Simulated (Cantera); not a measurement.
What does this Cantera script print?

```python
import numpy as np
import cantera as ct

gas = ct.Solution("gri30.yaml")
gas.TPX = 1525, 110000, {'CH4': 1, 'C2H6': 0.13, 'O2': 6.64, 'N2': 24.9, 'CO2': 1.3}
reactor = ct.IdealGasReactor(gas, energy="on", clone=False)
net = ct.ReactorNet([reactor])
net.rtol, net.atol = 1e-08, 1e-16
show = ['CH4', 'C2H6', 'O2', 'HCO', 'H', 'H2', 'CH2']
times = np.geomspace(8e-06, 0.2, 12)

steps = ct.SolutionArray(gas, extra=["t"])
rows = []
print(f"{'t/s':>10s}{'T/K':>9s}{'P/Pa':>11s}" + "".join(f"{s:>11s}" for s in show))
for t in times:
    while net.time < t:
        t_next = net.step()
        steps.append(gas.state, t=t_next)
    rows.append([np.interp(t, steps.t, y) for y in (steps.T, steps.P, *steps(*show).X.T)])
    print(f"{t:10.3e}{rows[-1][0]:9.1f}{rows[-1][1]:11.4g}" + "".join(f"{x:11.3e}" for x in rows[-1][2:]))
rate = np.gradient(steps.T, steps.t)
print("integrator steps:", len(steps.t))
if steps.T.max() > steps.T[0] + 200:
    print(f"time of steepest temperature rise: {steps.t[rate.argmax()]:.4e} s")
gas.TPX = 1525, 110000, {'CH4': 1, 'C2H6': 0.13, 'O2': 6.64, 'N2': 24.9, 'CO2': 1.3}
gas.equilibrate("UV")
print(f"equilibrium (UV): T = {gas.T:.1f} K  " + "  ".join(f"{s} {gas[s].X[0]:.3e}" for s in show))
```

Result:

```
       t/s      T/K       P/Pa        CH4       C2H6         O2        HCO          H         H2        CH2
 8.000e-06   1524.6    1.1e+05  2.943e-02  3.794e-03  1.955e-01  5.767e-11  2.214e-07  7.912e-07  2.986e-10
 2.009e-05   1524.1  1.099e+05  2.941e-02  3.734e-03  1.954e-01  9.894e-10  9.323e-07  7.649e-06  2.839e-09
 5.043e-05   1524.3    1.1e+05  2.905e-02  3.484e-03  1.951e-01  4.716e-08  6.787e-06  1.153e-04  4.725e-08
 1.266e-04   1658.9  1.207e+05  1.728e-02  6.953e-04  1.787e-01  1.500e-05  2.097e-04  5.588e-03  4.495e-06
 3.179e-04   2327.6  1.697e+05  1.556e-19 -3.606e-37  1.215e-01  1.008e-09  7.489e-04  9.692e-04  1.813e-18
 7.983e-04   2390.1  1.736e+05  7.540e-20 -4.134e-35  1.214e-01  2.475e-10  2.664e-04  5.047e-04  4.528e-19
 2.004e-03   2390.1  1.735e+05  6.576e-20  3.106e-37  1.212e-01  2.376e-10  2.583e-04  4.950e-04  4.295e-19
 5.032e-03   2387.6  1.734e+05  6.371e-20  2.933e-37  1.206e-01  2.318e-10  2.541e-04  4.902e-04  4.103e-19
 1.264e-02   2382.2  1.729e+05  5.945e-20  2.588e-37  1.194e-01  2.198e-10  2.452e-04  4.798e-04  3.711e-19
 3.173e-02   2373.4  1.723e+05  5.298e-20  2.102e-37  1.174e-01  2.013e-10  2.312e-04  4.633e-04  3.134e-19
 7.966e-02   2366.1  1.717e+05  4.807e-20  1.762e-37  1.157e-01  1.871e-10  2.202e-04  4.500e-04  2.715e-19
 2.000e-01   2364.6  1.716e+05  4.712e-20  1.699e-37  1.154e-01  1.843e-10  2.180e-04  4.473e-04  2.635e-19
integrator steps: 1569
time of steepest temperature rise: 1.4171e-04 s
equilibrium (UV): T = 2364.6 K  CH4 7.206e-20  C2H6 3.216e-37  O2 1.154e-01  HCO 1.843e-10  H 2.180e-04  H2 4.472e-04  CH2 4.870e-19
```

Computed with Cantera and GRI-Mech 3.0 (53 species, 325 reactions).
